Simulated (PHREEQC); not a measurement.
Dissolve 80 mmol/kgw NaOH, 5.3 mmol/kgw Na2SiO3 and 30 mmol/kgw K3PO4 at 60 °C. Closed to the air; pH follows from the charge balance.

Model: ion-association model, phreeqc.dat, run in PHREEQC.

```yaml
pH: 11.79
ionic_strength: 0.259 mol/kgw
density: 0.993 g/cm³
total_alkalinity: 151 meq/kg
```

| species | molality | activity | log γ |
|---|---|---|---|
| Na+ | 0.0903 | 0.0650 | -0.143 |
| K+ | 0.0898 | 0.0607 | -0.170 |
| OH- | 0.0895 | 0.0599 | -0.174 |
| PO4-3 | 0.0237 | 0.000770 | -1.488 |
| HPO4-2 | 0.00583 | 0.00146 | -0.600 |
| H3SiO4- | 0.00311 | 0.00212 | -0.165 |
| H2SiO4-2 | 0.00218 | 0.000575 | -0.579 |
| NaHPO4- | 0.000259 | 0.000186 | -0.145 |
| KHPO4- | 0.000242 | 0.000173 | -0.145 |
| H4SiO4 | 8.15e-6 | 8.65e-6 | 0.026 |
| H2PO4- | 4.43e-8 | 3.17e-8 | -0.145 |

Precipitation was switched off in this run. Complexes and solids missing from the database can't appear. Constants without temperature data keep their 25 °C values here.
